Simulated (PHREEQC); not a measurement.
Solution (25 °C): 0.0013 mol Cu(BF4)2 and 0.014 mol NaCl per kg of water. Closed to the air; pH follows from the charge balance.

The numbers come from PHREEQC with the ion-association model, wateq4f.dat.

| quantity | before | after |
|---|---|---|
| pH | 3.04 | 7.00 |
| ionic strength (mol/kgw) | 0.0188 | 0.0140 |
| SI of Halite (NaCl) | -5.41 | -5.39 |

Question: Which change was made?
(A) 0.016 mol/kgw NaHSO4 added
(B) NaCl from 0.014 to 0.07 mol/kgw
(C) Cu(BF4)2 left out
(D) 0.005 mol/kgw H2SO4 added
(E) diluted 100-fold with water

Answer: C, Cu(BF4)2 left out

This is a speciation only: nothing precipitates in the calculation. Real BF4- forms and hydrolyses slowly; the run takes it at equilibrium.
